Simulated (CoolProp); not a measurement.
Model: reference Helmholtz-energy equation of state, Lemmon 2006, in CoolProp. It is a short technical equation, of lower accuracy than the large ones.

Q: For nitrous oxide, give the phase and the Z, cp (kJ/(kg K)), cv (kJ/(kg K)), expansivity (1/kK) at 102.75 °C and 362 bar.

A: 
- 102.75 °C and 362 bar: supercritical; Z 0.702, cp 1.83, cv 0.913, expansivity 4.38
